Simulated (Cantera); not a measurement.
A perfectly stirred reactor is fed with CH4 : H2 = 4.1 : 4.9 (molar parts), at 0.0263 atm; it is held at 1750 K, and followed from long to short residence time.

Computed with Cantera and GRI-Mech 3.0 (53 species, 325 reactions). GRI-Mech 3.0 stops at C3 and has no aromatics, soot or wall deposition, so with more carbon than oxygen in the feed, carbon stays in small species such as C2H2 where larger ones or solid carbon would form. Radical loss at walls, strong at low pressure, is not modelled.

x: mole fraction; the columns are a selection and need not sum to one.

| τ (s) | x CH4 | x H2 | x C2H6 | x CH3 | x C2H4 | x H |
|---|---|---|---|---|---|---|
| 1.1 | 0.0472 | 0.811 | 8.92e-6 | 0.00112 | 0.000352 | 0.000953 |
| 0.46 | 0.0765 | 0.791 | 2.07e-5 | 0.00165 | 0.000690 | 0.000854 |
| 0.19 | 0.121 | 0.762 | 4.60e-5 | 0.00240 | 0.00145 | 0.000756 |
| 0.083 | 0.179 | 0.723 | 8.93e-5 | 0.00327 | 0.00279 | 0.000666 |
| 0.035 | 0.254 | 0.673 | 0.000157 | 0.00425 | 0.00490 | 0.000572 |
| 0.015 | 0.334 | 0.619 | 0.000222 | 0.00496 | 0.00677 | 0.000472 |
| 0.0063 | [?] | 0.573 | 0.000216 | 0.00474 | [?] | [?] |
| 0.0027 | 0.444 | 0.549 | [?] | [?] | [?] | [?] |
| 0.0011 | 0.453 | 0.545 | 1.68e-5 | 0.00129 | 0.000180 | 7.88e-5 |
| 0.00049 | 0.455 | 0.545 | 2.73e-6 | 0.000576 | 1.70e-5 | 3.56e-5 |

### Question
Complete the blanks.

### Answer

- 0.0063, x CH4: 0.406
- 0.0063, x C2H4: 0.00582
- 0.0063, x H: 0.000345
- 0.0027, x C2H6: 9.42e-5
- 0.0027, x CH3: 0.00301
- 0.0027, x C2H4: 0.00184
- 0.0027, x H: 0.000190
